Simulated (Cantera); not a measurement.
Source: NASA polynomial tables (part measured, part estimated), evaluated in Cantera. Values are per mole of reaction as written; species without (g) are pure solids or liquids, kept so even where they would boil at 1 bar.

3 Li₂O + 6 Cl(g) = 6 LiCl + O₃(g)

| T (K) | ΔH° (kJ) | ΔS° (J/K) | ΔG° (kJ) | log10 K | condensed phases |
|---|---|---|---|---|---|
| 300 | -1239.4 | -509.9 | -1086.4 | 189.15 | Li₂O(s), LiCl(s) |
| 1625 | -1090.2 | -330.6 | -553.0 | 17.77 | Li₂O(s), LiCl(l) |
| 1650 | -1090.6 | -330.9 | -544.7 | 17.24 | Li₂O(s), LiCl(l) |
| 1675 | -1091.0 | -331.1 | -536.4 | 16.73 | Li₂O(s), LiCl(l) |
| 1700 | [?] | [?] | [?] | [?] | Li₂O(s), LiCl(l) |
| 1725 | -1092.0 | -331.7 | -519.9 | 15.74 | Li₂O(s), LiCl(l) |
| 1750 | -1092.5 | -332.0 | -511.6 | 15.27 | Li₂O(s), LiCl(l) |
| 1775 | [?] | [?] | [?] | [?] | Li₂O(s), LiCl(l) |
| 1800 | -1093.7 | -332.6 | -495.0 | 14.36 | Li₂O(s), LiCl(l) |
| 1825 | -1094.3 | -333.0 | -486.6 | 13.93 | Li₂O(s), LiCl(l) |

Complete the blanks.


- 1700, ΔH° (kJ): -1091.5
- 1700, ΔS° (J/K): -331.4
- 1700, ΔG° (kJ): -528.2
- 1700, log10 K: 16.23
- 1775, ΔH° (kJ): -1093.1
- 1775, ΔS° (J/K): -332.3
- 1775, ΔG° (kJ): -503.3
- 1775, log10 K: 14.81
